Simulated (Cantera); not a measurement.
Feed: 1 mol Si, 5.2 mol Br2, 6.5 mol N2, held at 1423.15 K and 18.8 Torr.

Method: chemical equilibrium by Gibbs-energy minimisation in Cantera with the NASA 1993 tables (ideal gas, pure condensed phases). Candidate condensed phases: Br2, Si, Si3N4; 13 gas species. The tables' values for SiBr3 are old estimates; treat these amounts as uncertain. Equilibrium is a limit: real reactors are often held back by kinetics, nucleation or transport.

Base state: N2 0.504, Br 0.342, Br2 0.0772, SiBr4 0.0770, SiBr3 0.000388, SiBr2 4.87e-5 (mole fractions); condensed: gas only.

Q: What changes in the equilibrium state with this change: Br2 from 5.2 to 2.8 mol?

A: 
```json
[
 {"species": "N2", "before": "0.504", "after": "0.724"},
 {"species": "Br", "before": "0.342", "after": "0.150"},
 {"species": "SiBr4", "before": "0.0770", "after": "0.110"},
 {"species": "Br2", "before": "0.0772", "after": "0.0149"},
 {"species": "SiBr2", "before": "4.87e-5", "after": "0.000359"},
 {"species": "SiBr3", "before": "0.000388", "after": "0.00126"}
]
```
